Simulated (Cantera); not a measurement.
A closed system holds: 1 mol MgO, 0.54 mol C, 0.25 mol CO, equilibrated at 627 °C and 5.40 bar.

Method: chemical equilibrium by Gibbs-energy minimisation in Cantera with the NASA 1993 tables (ideal gas, pure condensed phases). Candidate condensed phases: C, Mg, MgCO3, MgO; 15 gas species. Equilibrium is a limit: real reactors are often held back by kinetics, nucleation or transport.

Q: What is the equilibrium state?

A: 
| Quantity | Value |
|---|---|
| x(CO2) | 0.834 |
| x(CO) | 0.166 |
| n(C(graphite)) | 0.654 mol |
| n(MgO(s)) | 1.00 mol |
| gas amount | 0.1363 mol |
| log10 activity of MgCO3(s) (absent) | -1.50 |
| log10 activity of Mg(s) (absent) | -18.12 |
